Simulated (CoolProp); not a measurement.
A closed Brayton cycle with carbon dioxide: compressor inlet 317.15 K and 8 MPa, high pressure 16.2 MPa, turbine inlet 630 K, compressor efficiency 0.89, turbine efficiency 0.85, recuperator effectiveness 0.9 (on enthalpy, no pinch check). Each further row changes one setting.

Values from CoolProp's reference Helmholtz-energy equation of state, Span 1996.

```csv
case,thermal efficiency (%),net work (kJ/kg),compressor to turbine work,compressor exit (K),turbine exit (K)
as stated,23.0,36.1,0.45,371.4,560.4
turbine inlet 580 K,[?],29.5,0.50,371.4,[?]
compressor inlet 327.15 K,[?],30.9,[?],386.8,560.4
high pressure 13.8 MPa,21.7,[?],[?],358.8,[?]
recuperator effectiveness 0.5,14.7,36.1,0.45,371.4,560.4
```

Q: What belongs in the gaps?

A: 
- turbine inlet 580 K, thermal efficiency (%): 20.4
- turbine inlet 580 K, turbine exit (K): 512.9
- compressor inlet 327.15 K, thermal efficiency (%): 21.6
- compressor inlet 327.15 K, compressor to turbine work: 0.53
- high pressure 13.8 MPa, net work (kJ/kg): 29.6
- high pressure 13.8 MPa, compressor to turbine work: 0.42
- high pressure 13.8 MPa, turbine exit (K): 576.1
